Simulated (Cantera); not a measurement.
A closed system holds: 1 mol V2O3, 50 mol H2, 0.15 mol H2O.

Method: chemical equilibrium by Gibbs-energy minimisation in Cantera with the NASA 1993 tables (ideal gas, pure condensed phases). Candidate condensed phases: H2O, V, VO, V2O3, V2O4, V2O5; 12 gas species. Mutual solubility and eutectic melting of coexisting phases are not modelled. VO: taken at fixed stoichiometry. Condensed phases not in the tables: the oxides between V2O3 and V2O5 other than VO2. The numbers say what is thermodynamically allowed, not how fast it happens.

**Question.** What condenses at these points (T in K, P in Pa): (1675, 77000); (1875, 10); (1725, 280000); (1800, 130); (1700, 1700)?

**Answer.** 
| T (K) | P in Pa | condensed phases | V condensed (%) |
|---|---|---|---|
| 1675 | 77000 | VO + V2O3 | 100.0 |
| 1875 | 10 | VO | 65.4 |
| 1725 | 280000 | VO + V2O3 | 100.0 |
| 1800 | 130 | VO + V2O3 | 99.1 |
| 1700 | 1700 | VO + V2O3 | 100.0 |
